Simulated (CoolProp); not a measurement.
C2F6 (R116) along the isotherm 333.4 K: fugacity coefficient from the reference equation and from simpler models built on Tc = 293.0 K, pc = 3.048 MPa, ω = 0.257; each cubic takes its own stable root.

Computed with CoolProp (reference Helmholtz-energy equation of state, Lemmon 2006). It is a short technical equation, of lower accuracy than the large ones.

| p (MPa) | phase | reference | Redlich-Kwong | Soave-Redlich-Kwong | Peng-Robinson |
|---|---|---|---|---|---|
| 1.9 | gas | 0.8711 | 0.8599 | 0.8701 | 0.8530 |
| 3.81 | supercritical | 0.7487 | 0.7287 | 0.7500 | 0.7226 |
| 5.71 | supercritical | 0.6375 | 0.6117 | 0.6446 | 0.6129 |
| 7.62 | supercritical | 0.5507 | 0.5276 | 0.5650 | 0.5317 |
| 9.52 | supercritical | 0.4930 | 0.4738 | 0.5120 | 0.4772 |
| 11.4 | supercritical | 0.4549 | 0.4384 | 0.4765 | 0.4402 |
| 13.3 | supercritical | 0.4285 | 0.4139 | 0.4519 | 0.4138 |
| 15.2 | supercritical | 0.4102 | 0.3969 | 0.4350 | 0.3950 |
| 17.1 | supercritical | 0.3977 | 0.3852 | 0.4235 | 0.3814 |
| 19 | supercritical | 0.3894 | 0.3775 | 0.4160 | 0.3716 |
| 21 | supercritical | 0.3842 | 0.3726 | 0.4115 | 0.3646 |
| 22.9 | supercritical | 0.3818 | 0.3703 | 0.4098 | 0.3603 |
| 24.8 | supercritical | 0.3815 | 0.3699 | 0.4101 | 0.3579 |
| 26.7 | supercritical | 0.3830 | 0.3712 | 0.4122 | 0.3570 |
| 28.6 | supercritical | 0.3860 | 0.3739 | 0.4157 | 0.3575 |
| 30.5 | supercritical | 0.3903 | 0.3778 | 0.4207 | 0.3591 |
